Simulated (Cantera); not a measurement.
A closed system holds: 1 mol SiCl₄, 1.1 mol Cl₂, 0.35 mol H₂, at 1373 K and 3.20 bar.

Cantera equilibrium calculation (NASA polynomials, part measured and part estimated; ideal gas, pure solids and liquids). Candidate condensed phases: Si; 19 gas species. Equilibrium is a limit: real reactors are often held back by kinetics, nucleation or transport.

Base state: SiCl₄ 0.407, Cl₂ 0.302, HCl 0.285, Cl 0.00706 (mole fractions); condensed: gas only.

Task: What changes in the equilibrium state with this change: temperature from 1373 K to 573 K?

Result: 
| species | before | after |
|---|---|---|
| SiCl₄ | 0.407 | 0.408 |
| Cl₂ | 0.302 | 0.306 |
| HCl | 0.285 | 0.286 |
| Cl | 0.00706 | 1.90e-9 |
